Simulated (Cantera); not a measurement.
An adiabatic, constant-volume homogeneous reactor starts with 13.3 % CH₄, 1.46 % CO, 13.3 % O₂, 68.3 % N₂, 3.71 % CO₂, equivalence ratio 2.1, at 1775 K and 6.20 bar.

Detailed kinetics in Cantera: GRI-Mech 3.0 (53 species, 325 reactions).

Q: Predict: time of steepest temperature rise; temperature at 0.100 s; equilibrium temperature; x(CO) at 0.100 s; x(O₂) at 0.100 s; x(H₂O₂) at 0.100 s; x(N₂O) at 0.100 s; x(H) at 0.100 s.

A: 
* **time of steepest temperature rise**: 43.1 µs
* **temperature at 0.100 s**: 2798 K
* **equilibrium temperature**: 2798 K
* **x(CO) at 0.100 s**: 0.139 (gas-phase equilibrium 0.139)
* **x(O₂) at 0.100 s**: 5.76e-5 (gas-phase equilibrium 5.76e-5)
* **x(H₂O₂) at 0.100 s**: 3.88e-8 (gas-phase equilibrium 3.88e-8)
* **x(N₂O) at 0.100 s**: 8.67e-8 (gas-phase equilibrium 8.67e-8)
* **x(H) at 0.100 s**: 0.00795 (gas-phase equilibrium 0.00795)
